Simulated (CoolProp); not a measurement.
Vapour-liquid equilibrium of CH2F2 (R32) (1) + R236FA (2) at 225.6 K; x and y are mole fractions of (1).

The numbers come from the multi-fluid Helmholtz-energy mixture model, Tillner-Roth 1997 and Pan 2012; pair parameters Bell 2016 in CoolProp.

```csv
x,"bubble pressure, mixture model (kPa)","bubble pressure, Raoult's law (kPa)","y, mixture model","y, Raoult's law"
0.05,15.28,14.85,0.432,0.419
0.15,28.02,26.38,0.720,0.707
0.25,40.71,37.90,0.828,0.820
0.35,52.96,49.43,0.883,0.880
0.45,64.59,60.95,0.917,0.918
0.55,75.66,72.48,0.940,0.944
0.65,86.32,84.00,0.958,0.962
0.75,96.83,95.53,0.972,0.976
0.85,107.5,107.1,0.984,0.987
0.95,118.6,118.6,0.995,0.996
```

The largest gap from Raoult's law is +7.4 % in bubble pressure, at x = 0.25. No azeotrope shows between x = 0.05 and 0.95.

Pair parameters are fitted to limited data, so mixtures are less certain than the pure fluids.
